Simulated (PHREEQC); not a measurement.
Consider water at 20 °C with 0.0094 mol/kgw Ni(NO3)2 and 0.0012 mol/kgw CO2. Closed to the air; pH follows from the charge balance.

Equilibrium calculation in PHREEQC: ion-association model, wateq4f.dat.

Each row changes one thing in this solution. No solid was allowed to form.

```
case                                           pH  ionic strength (mol/kgw)  HCO3- (mol/kgw)
-------------------------------------------  ----  ------------------------  ---------------
as made                                      4.53                    0.0282          1.90e-5
CO2 replaced by Na2CO3 at the same molality  7.74                    0.0270          1.80e-5
Ni(NO3)2 left out                            4.66                   2.22e-5          2.22e-5
diluted 2-fold with water                    4.72                    0.0141          1.42e-5
0.011 mol/kgw H2SO4 added                    1.81                    0.0464          3.92e-8
```

Species that the database lacks are ignored. Some of these states are supersaturated (in Ni(OH)2, for instance). The database's nickel carbonate constants are estimates that later reviews lower a good deal.
